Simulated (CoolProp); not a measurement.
Vapour-liquid equilibrium of R125 (1) + R152A (2) at 236 K; x and y are mole fractions of (1).

The numbers come from the multi-fluid Helmholtz-energy mixture model, Lemmon 2005 and Outcalt 1996; pair parameters Bell 2016 in CoolProp.

| x | bubble pressure (MPa) | y at the bubble point | dew pressure at overall composition x (MPa) | liquid density (mol/L) |
|---|---|---|---|---|
| 0.05 | 0.06064 | 0.142 | 0.05659 | 15.51 |
| 0.2 | 0.07711 | 0.422 | 0.06352 | 14.94 |
| 0.35 | 0.09257 | 0.601 | 0.07217 | 14.39 |
| 0.5 | 0.1083 | ___ | 0.08322 | 13.88 |
| 0.65 | 0.1251 | 0.840 | 0.09777 | 13.38 |
| 0.8 | ___ | 0.922 | ___ | 12.90 |
| 0.95 | 0.1621 | 0.984 | ___ | 12.43 |

### Question
What belongs in the gaps?

### Answer

- 0.5, y at the bubble point: 0.735
- 0.8, bubble pressure (MPa): 0.1432
- 0.8, dew pressure at overall composition x (MPa): 0.1181
- 0.95, dew pressure at overall composition x (MPa): 0.1509

No azeotrope shows between x = 0.05 and 0.95.

The pair parameters rest on a limited set of measurements; away from them the model extrapolates. The gap from Raoult's law changes sign with composition, which may be real or a fault of the pair parameters; it wasn't checked against measurements.
